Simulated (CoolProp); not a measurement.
Vapour-liquid equilibrium of CH3F (R41) (1) + chloromethane (R40) (2) at -0.85 °C; x and y are mole fractions of (1).

Model: multi-fluid Helmholtz-energy mixture model, Lemmon 2006 and Thol 2014; pair parameters Bell 2016, in CoolProp.

| x | bubble pressure (kPa) | y at the bubble point | dew pressure at overall composition x (kPa) | liquid density (mol/L) |
|---|---|---|---|---|
| 0.05 | 339.1 | 0.278 | 263.8 | 19.17 |
| 0.125 | 471.1 | 0.505 | 284.6 | 19.34 |
| 0.2 | 602.8 | 0.633 | 309.0 | 19.50 |
| 0.275 | 733.3 | 0.717 | 337.7 | 19.65 |
| 0.35 | 861.9 | 0.775 | 372.3 | 19.78 |
| 0.425 | 988.4 | 0.818 | 414.5 | 19.91 |
| 0.5 | 1113 | 0.853 | 467.3 | 20.02 |
| 0.575 | 1237 | 0.881 | 535.1 | 20.10 |
| 0.65 | 1360 | 0.905 | 625.1 | 20.17 |
| 0.725 | 1485 | 0.927 | 749.7 | 20.21 |
| 0.8 | 1613 | 0.947 | 931.3 | 20.22 |
| 0.875 | 1748 | 0.967 | 1209 | 20.19 |
| 0.95 | 1891 | 0.986 | 1633 | 20.11 |

No azeotrope shows between x = 0.05 and 0.95.

Pair parameters are fitted to limited data, so mixtures are less certain than the pure fluids. The gap from Raoult's law changes sign with composition, which may be real or a fault of the pair parameters; it wasn't checked against measurements.
